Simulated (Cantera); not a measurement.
A Cantera script and what it prints.

```python
import numpy as np
import cantera as ct

gas_names = """
    H HO2 H2 H2O H2O2 O OH O2 O3 Ta TaO TaO2
""".split()
cond_names = """
    H2O(s) H2O(L) Ta(cr) Ta(L) Ta2O5(s) Ta2O5(L)
""".split()


# ... load() reads the species with a 1 bar reference pressure and builds the phases ...
atoms = {
    'Ta2O5': {'Ta': 2, 'O': 5},
    'H2': {'H': 2},
}
top_T = {}  # K; cautious upper limits of use, not melting points


# ... equilibrate(T, P, feed) seeds the gas with the atoms and calls Mixture.equilibrate('TP', solver="vcs", rtol=1e-11, max_steps=5000) ...
results = []
feed = {'Ta2O5': 1, 'H2': 1.5}  # mol
P = 870000  # Pa
for T in [1148, 1248, 1348, 1448, 1548, 1648, 1748, 1848, 1948, 2048]:
    mix = equilibrate(T, P, feed)
    results.append((T, P, feed, dict(zip(mix.species_names, mix.species_moles))))
    x = sorted(zip(gas.X, gas.species_names), reverse=True)
    print(f"T = {T:g} K  P = {P:g} Pa  gas = {mix.phase_moles(0):.4g} mol")
    print("   x: " + "  ".join(f"{s} {v:.3e}" for v, s in x if v > 1e-06))
    print("   condensed (mol): " + ("  ".join(f"{mix.phase(i).name} {mix.phase_moles(i):.4g}"
          for i in range(1, mix.n_phases) if mix.phase_moles(i) > 1e-12) or "none"))
```

Output:

```
T = 1148 K  P = 870000 Pa  gas = 1.5 mol
   x: H2 1.000e+00  H2O 2.184e-06
   condensed (mol): Ta(cr) 1.311e-06  Ta2O5(s) 1
T = 1248 K  P = 870000 Pa  gas = 1.5 mol
   x: H2 1.000e+00  H2O 7.986e-06
   condensed (mol): Ta(cr) 4.791e-06  Ta2O5(s) 1
T = 1348 K  P = 870000 Pa  gas = 1.5 mol
   x: H2 1.000e+00  H2O 2.386e-05
   condensed (mol): Ta(cr) 1.432e-05  Ta2O5(s) 1
T = 1448 K  P = 870000 Pa  gas = 1.5 mol
   x: H2 9.999e-01  H2O 6.084e-05  H 3.125e-06
   condensed (mol): Ta(cr) 3.65e-05  Ta2O5(s) 1
T = 1548 K  P = 870000 Pa  gas = 1.5 mol
   x: H2 9.999e-01  H2O 1.365e-04  H 1.044e-05
   condensed (mol): Ta(cr) 8.193e-05  Ta2O5(s) 1
T = 1648 K  P = 870000 Pa  gas = 1.5 mol
   x: H2 9.997e-01  H2O 2.763e-04  H 3.019e-05
   condensed (mol): Ta(cr) 0.0001658  Ta2O5(s) 0.9999
T = 1748 K  P = 870000 Pa  gas = 1.5 mol
   x: H2 9.994e-01  H2O 5.133e-04  H 7.744e-05
   condensed (mol): Ta(cr) 0.000308  Ta2O5(s) 0.9998
T = 1848 K  P = 870000 Pa  gas = 1.5 mol
   x: H2 9.989e-01  H2O 8.880e-04  H 1.797e-04
   condensed (mol): Ta(cr) 0.0005328  Ta2O5(s) 0.9997
T = 1948 K  P = 870000 Pa  gas = 1.5 mol
   x: H2 9.982e-01  H2O 1.447e-03  H 3.828e-04
   condensed (mol): Ta(cr) 0.0008682  Ta2O5(s) 0.9996
T = 2048 K  P = 870000 Pa  gas = 1.501 mol
   x: H2 9.970e-01  H2O 2.239e-03  H 7.580e-04
   condensed (mol): Ta(cr) 0.001344  Ta2O5(s) 0.9993
```

Method: chemical equilibrium by Gibbs-energy minimisation in Cantera with the NASA 1993 tables (ideal gas, pure condensed phases). Mutual solubility and eutectic melting of coexisting phases are not modelled. Condensed phases not in the tables: N, O or C dissolved in the metal.
